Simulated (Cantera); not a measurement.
**Stirred combustor or abatement burner**

A perfectly stirred reactor is fed with CH₄ : O₂ : N₂ = 1 : 1.18 : 4.42 (molar parts), equivalence ratio 1.7, at 0.987 atm; it is adiabatic with a 523 K inlet, and is followed from long to short residence time, starting on the burning branch (τ in s: 0.3, 0.1, 0.034, 0.011, 0.0038, 0.0013, 0.00043, 0.00014, 4.9e-05).

Computed with Cantera and GRI-Mech 3.0 (53 species, 325 reactions).

```tsv
τ (s)	T (K)	x CH₄	x O₂	x N₂O	x CH₂	x CO₂
0.30	1935	0.00167	9.84e-5	5.12e-9	5.62e-7	0.0320
0.10	1940	0.00273	0.000255	6.22e-9	1.32e-6	0.0326
0.034	1943	0.00390	0.000618	6.46e-9	2.94e-6	0.0332
0.011	1940	0.00521	0.00149	6.32e-9	6.49e-6	0.0333
0.0038	1925	0.00680	0.00340	5.88e-9	1.26e-5	0.0322
0.0013	1876	0.0102	0.00878	6.05e-9	2.00e-5	0.0288
0.00043	523	0.152	0.179	<1e-12	<1e-12	<1e-12
0.00014	523	0.152	0.179	<1e-12	<1e-12	<1e-12
4.9e-5	523	0.152	0.179	<1e-12	<1e-12	<1e-12
```
x: mole fraction; the columns are a selection and need not sum to one.
